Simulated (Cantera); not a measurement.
Charge: 1 mol HCl, 0.22 mol H2, 5.5 mol N2, at 3050 °C and 7.50 Torr.

Equilibrium computed with Cantera from the NASA thermochemical tables; the gas is ideal and each condensed phase is pure. Candidate condensed phases: NH4Cl; 12 gas species. Equilibrium is a limit: real reactors are often held back by kinetics, nucleation or transport.

Base state: N2 0.695, H 0.176, Cl 0.124, HCl 0.00218, H2 0.00206, N 0.000762 (mole fractions); condensed: gas only.

Q: What changes in the equilibrium state with this change: temperature from 3050 °C to 1150 °C?

A: 
| species | before | after |
|---|---|---|
| N2 | 0.695 | 0.818 |
| HCl | 0.00218 | 0.149 |
| H2 | 0.00206 | 0.0328 |
| H | 0.176 | 1.20e-5 |
| Cl | 0.124 | 4.47e-5 |
| N | 0.000762 | <1e-9 |
